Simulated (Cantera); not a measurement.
What does this Cantera script print?

```python
import numpy as np
import cantera as ct

gas_names = [...]  # 148 gases of nasa_gas.yaml made of Al, C, H, N, O
cond_names = """
    AL(cr) AL(L) ALN(s) AL2O3(a) AL2O3(L) C(gr) C6H6(L) C7H8(L) C8H18(L),n-octa H2O(s) H2O(L)
""".split()


# ... load() reads the species with a 1 bar reference pressure and builds the phases ...
atoms = {
    'Al(CH3)3': {'AL': 1, 'C': 3, 'H': 9},
    'H2O': {'H': 2, 'O': 1},
    'N2': {'N': 2},
}
top_T = {'ALN(s)': 2750, 'C(gr)': 4500}  # K; cautious upper limits of use, not melting points


# ... equilibrate(T, P, feed) seeds the gas with the atoms and calls Mixture.equilibrate('TP', solver="vcs", rtol=1e-11, max_steps=5000) ...
results = []
feed = {'Al(CH3)3': 1, 'H2O': 0.26, 'N2': 75}  # mol
P = 210  # Pa
for T in [775, 875, 975, 1075, 1175, 1275, 1375, 1475, 1575, 1675]:
    mix = equilibrate(T, P, feed)
    results.append((T, P, feed, dict(zip(mix.species_names, mix.species_moles))))

top = {s: max(r[3][s] / sum(r[3][g] for g in gas_names) for r in results) for s in gas_names}
cols = sorted((s for s in top if top[s] > 0.001), key=lambda s: -top[s])[:7]
seen = [c for c in cond_names if any(r[3].get(c, 0) > 1e-12 for r in results)]
print("log10 of partial pressures in bar; condensed amounts in mol")
print(f"{'T/K':>10s}" + "".join(f"{s[:9]:>10s}" for s in cols + seen))
for T, P, feed, n in results:
    ng = sum(n[g] for g in gas_names)
    print(f"{T:10.4g}" + "".join(f"{np.log10(max(n[s] / ng * P / 1e5, 1e-99)):10.3f}" for s in cols)
          + "".join(f"{n.get(c, 0):10.4g}" for c in seen))
```

Result:

```
log10 of partial pressures in bar; condensed amounts in mol
       T/K        N2        H2        CO    ALN(s)  AL2O3(a)     C(gr)
       775    -2.705    -3.900   -10.313    0.8267   0.08667     2.999
       875    -2.705    -3.900    -8.508    0.8267   0.08663         3
       975    -2.705    -3.900    -7.078    0.8288   0.08561     2.997
      1075    -2.705    -3.900    -5.918    0.8571   0.07146     2.954
      1175    -2.706    -3.901    -5.163         1         0     2.739
      1275    -2.706    -3.901    -5.163         1         0     2.737
      1375    -2.706    -3.901    -5.163         1         0     2.732
      1475    -2.706    -3.902    -5.163         1         0     2.723
      1575    -2.706    -3.903    -5.163    0.9994         0     2.706
      1675    -2.706    -3.906    -5.164     0.989         0     2.678
```

Equilibrium computed with Cantera from the NASA thermochemical tables; the gas is ideal and each condensed phase is pure. The feed counts by its element totals alone. Mutual solubility and eutectic melting of coexisting phases are not modelled.
